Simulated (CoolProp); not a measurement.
Vapour-liquid equilibrium of toluene (1) + ethylbenzene (2) at 305.1 K; x and y are mole fractions of (1).

Model: multi-fluid Helmholtz-energy mixture model, Lemmon 2006 and Zhou 2012; pair parameters Bell 2016, in CoolProp.

**Question.** Give the bubble pressure and the first vapour's composition at x = 0.55, 0.75, 0.85. Is there an azeotrope?

**Answer.** x = 0.55: 0.003736 MPa, y = 0.771; x = 0.75: 0.004451 MPa, y = 0.896; x = 0.85: 0.004824 MPa, y = 0.944. No azeotrope shows between x = 0.05 and 0.95.

Pair parameters are fitted to limited data, so mixtures are less certain than the pure fluids. The gap from Raoult's law changes sign with composition, which may be real or a fault of the pair parameters; it wasn't checked against measurements.
